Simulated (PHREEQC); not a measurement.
30 mol of Carnallite (KMgCl3:6H2O) is brought to equilibrium with 1 kg of water holding 1.5 mol/kgw NaCl, at 20 °C and several pressures. CO2 from the air is kept out. Only these solids could form: Carnallite, Bischofite, Brucite, Halite, Sylvite, MgCl2_4H2O.

All values are PHREEQC results (Pitzer model, pitzer.dat), not measurements.

Question: Predict Halite (mol) at P (atm) = 1, 200, 300, 600, 800.

Answer: 
| P (atm) | Halite (mol) |
|---|---|
| 1 | 0.696 |
| 200 | 0.665 |
| 300 | 0.650 |
| 600 | 0.612 |
| 800 | 0.591 |

Complexes and solids missing from the database can't appear.
